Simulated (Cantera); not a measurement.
A perfectly stirred reactor is fed with 1.17 % CH4, 97.6 % H2, 1.27 % CO2, at 0.132 atm; it is held at 1900 K, and followed from long to short residence time.

Model: GRI-Mech 3.0 (53 species, 325 reactions), integrated in Cantera.

x: mole fraction; the columns are a selection and need not sum to one.

```
τ (s)       x CH4   x H2       x CO2       x C2H     x CH2CO      x O2
-------  --------  -----  ----------  ----------  ----------  --------
25       0.000530  0.971     2.26e-5     3.86e-8     1.91e-8  2.32e-12
8.6      0.000852  0.970     3.24e-5     6.03e-8     4.11e-8  4.79e-12
2.9       0.00136  0.969     4.75e-5     8.42e-8     7.67e-8  8.82e-12
0.99      0.00212  0.967     7.79e-5     1.01e-7     1.13e-7  1.33e-11
0.33      0.00334  0.966    0.000162     1.00e-7     1.30e-7  1.64e-11
0.11      0.00512  0.965    0.000412     8.11e-8     1.18e-7  1.70e-11
0.038     0.00727  0.964     0.00110     5.19e-8     8.62e-8  1.52e-11
0.013     0.00936  0.965     0.00290     2.31e-8     4.85e-8  1.04e-11
0.0044     0.0108  0.968  (withheld)  (withheld)  (withheld)  3.84e-12
0.0015     0.0114  0.973      0.0107    3.82e-10     3.55e-9    <1e-12
0.00051    0.0116  0.975  (withheld)    5.14e-12    2.22e-10    <1e-12
```

**Question.** Fill in the missing entries.

**Answer.** 
- 0.0044, x CO2: 0.00655
- 0.0044, x C2H: 5.43e-9
- 0.0044, x CH2CO: 1.87e-8
- 0.00051, x CO2: 0.0124
